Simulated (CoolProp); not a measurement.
Vapour-liquid equilibrium of hydrogen sulfide (1) + n-pentane (2) at 303.7 K; x and y are mole fractions of (1).

Model: multi-fluid Helmholtz-energy mixture model, Lemmon 2006 and Thol 2019; pair parameters Kunz 2012, in CoolProp.

| x | bubble pressure (MPa) | y at the bubble point | dew pressure at overall composition x (MPa) | liquid density (mol/L) |
|---|---|---|---|---|
| 0.05 | 0.2041 | 0.595 | 0.08805 | … |
| 0.15 | 0.4869 | 0.837 | 0.09841 | 9.340 |
| 0.25 | 0.7782 | 0.902 | 0.1115 | 9.974 |
| 0.35 | 1.038 | 0.930 | 0.1284 | 10.71 |
| 0.45 | 1.252 | 0.945 | 0.1513 | 11.56 |
| 0.55 | 1.429 | 0.955 | 0.1840 | 12.59 |
| 0.65 | 1.590 | 0.963 | 0.2348 | 13.85 |
| 0.75 | … | … | … | 15.45 |
| 0.85 | 1.948 | 0.982 | 0.5264 | 17.55 |
| 0.95 | 2.177 | … | 1.341 | 20.44 |

### Question
What belongs in the gaps?

### Answer

- 0.05, liquid density (mol/L): 8.785
- 0.75, bubble pressure (MPa): 1.756
- 0.75, y at the bubble point: 0.972
- 0.75, dew pressure at overall composition x (MPa): 0.3245
- 0.95, y at the bubble point: 0.993

No azeotrope shows between x = 0.05 and 0.95.

The pair parameters rest on a limited set of measurements; away from them the model extrapolates. The gap from Raoult's law changes sign with composition, which may be real or a fault of the pair parameters; it wasn't checked against measurements.
